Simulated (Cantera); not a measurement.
**Equilibrium for silicon nitride deposition: SiH4 + NH3 + N2**

Feed: 1 mol SiH4, 1.2 mol NH3, 4.3 mol N2, at 1.00 Torr.

Cantera equilibrium calculation (NASA polynomials, part measured and part estimated; ideal gas, pure solids and liquids). Candidate condensed phases: Si, Si3N4; 18 gas species. The tables' values for SiN are old estimates; treat these amounts as uncertain. Gases not in the tables: Si2H6 and higher silanes. Rates play no part.

From 1625 °C to 1800 °C the condensed part is Si(l). At 1825 °C nothing is condensed. The main Si-bearing gas is Si throughout. The share of Si in condensed phases is highest at 1625 °C (91.2 %) and lowest at 1825 °C (0.0 %).

```tsv
T (°C)	log p N2	log p H2	log p Si	log p H	log p Si2	log p SiH	log p Si2N	n Si(l)
1625	-3.13	-3.25	-4.91	-4.73	-7.01	-6.59	-6.79	0.912
1650	-3.13	-3.25	-4.77	-4.65	-6.84	-6.48	-6.69	0.878
1675	-3.14	-3.26	-4.63	-4.58	-6.67	-6.38	-6.59	0.832
1700	-3.14	-3.26	-4.50	-4.50	-6.51	-6.27	-6.50	0.771
1725	-3.15	-3.27	-4.37	-4.43	-6.36	-6.17	-6.41	0.689
1750	-3.15	-3.28	-4.24	-4.36	-6.21	-6.08	-6.32	0.578
1775	-3.16	-3.29	-4.12	-4.30	-6.06	-5.98	-6.24	0.430
1800	-3.17	-3.31	-4.00	-4.23	-5.91	-5.89	-6.15	0.231
1825	-3.18	-3.32	-3.90	-4.17	-5.80	-5.82	-6.10	0
```
log p: log10 of the partial pressure in bar; n: condensed amount in mol.
